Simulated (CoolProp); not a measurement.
The fluid at 335.7 K and 3.31 MPa flows at 0.82 m/s in a round tube of 25 mm bore and 0.25 µm roughness, fully developed (64/Re and Nu = 3.66 if laminar; Colebrook and Gnielinski if turbulent). The same conditions are run with several fluids, on thermodynamics alone (safety and materials aside).

Computed with CoolProp (reference Helmholtz-energy equation of state of each fluid (C3F8 (R218): Lemmon 2006; R134a: Tillner-Roth 1994; R123: Younglove 1994; toluene: Lemmon 2006; m-xylene: Zhou 2012)).

| fluid | Reynolds number | Darcy friction factor | pressure drop (Pa/m) | heat-transfer coefficient (W/(m² K)) | mass flow (kg/h) |
|---|---|---|---|---|---|
| C3F8 (R218) | 229000 | 0.0153 | 227 | 1380 | 1600 |
| R134a | 172000 | 0.0162 | 231 | 1730 | 1540 |
| R123 | 97000 | 0.0182 | 336 | 1310 | 1990 |
| toluene | 44600 | 0.0215 | 240 | 1330 | 1200 |
| m-xylene | 41800 | 0.0218 | 243 | 1290 | 1200 |

Transport values come from each fluid's own correlations; those of C3F8 (R218), R134a are estimates that may be off by 10 % or more.
